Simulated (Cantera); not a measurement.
C + O2 (carbon deposition, reforming and gasification)

A closed system holds: 1 mol C, 0.018 mol O2, at 13.3 mbar.

Method: chemical equilibrium by Gibbs-energy minimisation in Cantera with the NASA 1993 tables (ideal gas, pure condensed phases). Candidate condensed phases: C; 23 gas species. Ions and electrons are included (thermal ionisation). Equilibrium is a limit: real reactors are often held back by kinetics, nucleation or transport.

| T (K) | x CO | x C | x C3 | x C2 | x C5 | x C4 | n C(graphite) |
|---|---|---|---|---|---|---|---|
| 2000 | 1.00 | 2.28e-9 | 2.08e-9 | 1.76e-10 | <1e-12 | <1e-12 | 0.964 |
| 2250 | 1.000 | 2.73e-7 | 4.87e-7 | 4.29e-8 | 4.34e-10 | 9.96e-11 | 0.964 |
| 2500 | 1.000 | 1.25e-5 | 3.73e-5 | 3.44e-6 | 1.11e-7 | 2.31e-8 | 0.964 |
| 2750 | 0.998 | 0.000283 | 0.00127 | 0.000122 | 1.01e-5 | 1.97e-6 | 0.964 |
| 3000 | 0.970 | 0.00380 | 0.0234 | 0.00238 | 0.000428 | 7.91e-5 | 0.961 |
| 3250 | 0.653 | 0.0341 | 0.272 | 0.0290 | 0.01000 | 0.00178 | 0.911 |
| 3500 | 0.0887 | 0.147 | 0.633 | 0.107 | 0.0185 | 0.00487 | 0 |
| 3750 | 0.0721 | 0.355 | 0.412 | 0.154 | 0.00457 | 0.00248 | 0 |
| 4000 | 0.0530 | 0.639 | 0.162 | 0.145 | 0.000532 | 0.000659 | 0 |
| 4250 | 0.0415 | 0.839 | 0.0341 | 0.0848 | 2.36e-5 | 7.73e-5 | 0 |
| 4500 | 0.0378 | 0.918 | 0.00540 | 0.0387 | 6.86e-7 | 6.24e-6 | 0 |
| 4750 | 0.0366 | 0.945 | 0.000889 | 0.0173 | 2.24e-8 | 5.35e-7 | 0 |
| 5000 | 0.0360 | 0.954 | 0.000167 | 0.00810 | 9.50e-10 | 5.52e-8 | 0 |
x: gas mole fraction; n: condensed amount in mol.

From 2000 K to 3250 K the condensed part is C(graphite). From 3500 K to 5000 K nothing is condensed. The main C-bearing gas is CO at 2000 K and C at 5000 K.
